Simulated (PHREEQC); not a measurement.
# Hard or scaling water: speciation

Make-up at 25 °C: 0.00038 mol/kgw CaSO4, 3e-05 mol/kgw CO2 and 7.2e-05 mol/kgw NaCl. Closed to the air; pH follows from the charge balance.

Model: ion-association model, phreeqc.dat, run in PHREEQC.

No solid was allowed to form.

What pH does the model give?

pH 5.47.

In which forms is S present?

SO4-2 96 %, CaSO4 4.4 % of the S.

Species that the database lacks are ignored.
